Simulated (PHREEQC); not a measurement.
A solution holds 0.021 mol/kgw NH4Cl and 0.36 mol/kgw NH3, at 65 °C. Closed to the air; pH follows from the charge balance.

All values are PHREEQC results (ion-association model, phreeqc.dat), not measurements.

Precipitation was switched off in this run.

Question: Predict the pH, specific conductance.

Answer: pH 9.47; specific conductance 6060 µS/cm.

Question: In which forms is N present?

Answer: NH3 94 %, NH4+ 5.6 % of the N.

Complexes and solids missing from the database can't appear. Constants without temperature data keep their 25 °C values here.
